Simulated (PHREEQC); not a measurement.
## Sulfide liquor: speciation

Make-up at 25 °C: 0.0011 mol NH4HS and 0.000495 mol MnCl2 per kg of water. Closed to the air; pH follows from the charge balance.

Model: ion-association model, wateq4f.dat, run in PHREEQC.

This is a speciation only: nothing precipitates in the calculation.

### Question
What pH, ionic strength does the model give?

### Answer
pH 8.08; ionic strength 0.00251 mol/kgw.

### Question
In which forms is S present?

### Answer
HS- 94 %, H2S 6.4 % of the S.

The polysulfide entries of wateq4f.dat were taken out for this run.
